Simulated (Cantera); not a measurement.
An isothermal, constant-pressure homogeneous reactor starts with 1.09 % CH4, 98.7 % H2, 0.207 % N2, at 1875 K and 128 Torr.

Model: GRI-Mech 3.0 (53 species, 325 reactions), integrated in Cantera. GRI-Mech 3.0 stops at C3 and has no aromatics, soot or wall deposition, so with more carbon than oxygen in the feed, carbon stays in small species such as C2H2 where larger ones or solid carbon would form.

x: mole fraction; the columns are a selection and need not sum to one.

| t (s) | x CH4 | x H2 | x C2H | x C2H6 | x H |
|---|---|---|---|---|---|
| 9.00e-6 | 0.0109 | 0.987 | <1e-12 | 5.12e-12 | 5.16e-6 |
| 4.78e-5 | 0.0109 | 0.987 | <1e-12 | 3.15e-10 | 2.95e-5 |
| 0.000253 | 0.0108 | 0.987 | <1e-12 | 1.50e-8 | 0.000158 |
| 0.00134 | 0.0107 | 0.986 | 5.58e-11 | 2.76e-7 | 0.000769 |
| 0.00713 | 0.00979 | 0.986 | ___ | 6.53e-7 | 0.00153 |
| 0.0378 | 0.00672 | 0.988 | ___ | 3.15e-7 | 0.00155 |
| 0.201 | 0.00250 | 0.990 | ___ | 4.50e-8 | 0.00158 |
| 1.07 | 0.000655 | 0.991 | 9.57e-8 | 3.70e-9 | 0.00159 |
| 5.65 | 0.000407 | 0.991 | 9.82e-8 | 1.83e-9 | 0.00159 |
| 30.0 | 0.000407 | 0.991 | 9.82e-8 | 1.83e-9 | 0.00159 |

Some entries are withheld; supply them.


- 0.00713, x C2H: 6.65e-9
- 0.0378, x C2H: 3.59e-8
- 0.201, x C2H: 7.72e-8
